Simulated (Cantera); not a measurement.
An isothermal plug-flow reactor at 898 K and 3.50 bar (inlet), inlet velocity 0.3 m/s, active area per volume 800 1/m; feed CH₄ : O₂ : N₂ = 0.036 : 0.014 : 0.79 (molar parts), equivalence ratio 5.1.

Computed with Cantera and Deutschmann's 1995 Pt surface mechanism with GRI-Mech 3.0 gas chemistry. Catalytic surfaces can have several steady states; this one follows from the mechanism file's or the stated starting coverage. Mass transfer to the wall is taken as infinitely fast.

Question: Predict: x(CH₄) at z = 0.0068 m; x(O₂) at z = 0.0068 m; x(H₂O) at z = 0.0068 m; x(CO₂) at z = 0.0068 m; x(CO) at z = 0.0068 m; θ(free Pt) at the exit; θ(H*) at the exit; θ(CO*) at the exit; θ(C*) at the exit.

Answer: 
| Property | Value |
|---|---|
| x(CH₄) at z = 0.0068 m | 0.0346 |
| x(O₂) at z = 0.0068 m | 0.00506 |
| x(H₂O) at z = 0.0068 m | 0.0150 |
| x(CO₂) at z = 0.0068 m | 1.24e-5 |
| x(CO) at z = 0.0068 m | 0.00806 |
| θ(free Pt) at the exit | 0.0378 |
| θ(H*) at the exit | 0.00153 |
| θ(CO*) at the exit | 0.0143 |
| θ(C*) at the exit | 0.946 |
